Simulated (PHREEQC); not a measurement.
Consider water at 80 °C with 0.23 mol ZnBr2 and 0.032 mol LiCl per kg of water. Closed to the air; pH follows from the charge balance.

The numbers come from PHREEQC with the ion-association model, phreeqc.dat.

**Question.** The ionic strength comes out as 0.688 mol/kgw. What activity coefficients do H+, ZnCl3-, Li+, ZnBr+, ZnOH+ get?

**Answer.** H+ 0.73, ZnCl3- 0.60, Li+ 0.67, ZnBr+ 0.72, ZnOH+ 0.72.

Precipitation was switched off in this run. At this temperature some constants are extrapolated from 25 °C, and those without enthalpy data are left unchanged.
